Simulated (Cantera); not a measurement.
Charge: 1 mol SiCl4, 170 mol H2, held at 10.0 mbar.

Cantera equilibrium calculation (NASA polynomials, part measured and part estimated; ideal gas, pure solids and liquids). Candidate condensed phases: Si; 19 gas species. Rates play no part. All values below are at 1498 K.

Base state: H2 0.978, HCl 0.0205, SiCl2 0.00137, H 0.000170 (mole fractions); condensed: Si(s).

Problem. What changes in the equilibrium state with this change: H2 from 170 to 16 mol?

Solution. 
```csv
species,before,after
H2,0.978,0.832
HCl,0.0205,0.115
SiCl2,0.00137,0.0508
SiCl4,1.20e-7,0.000164
SiCl3,7.18e-6,0.00161
SiHCl3,5.88e-7,0.000122
SiH2Cl2,4.59e-7,1.44e-5
Cl,2.87e-6,1.74e-5
"Si(s), mol",0.761,0.0513
```
The tables' values for SiCl3 are old estimates; treat these amounts as uncertain.
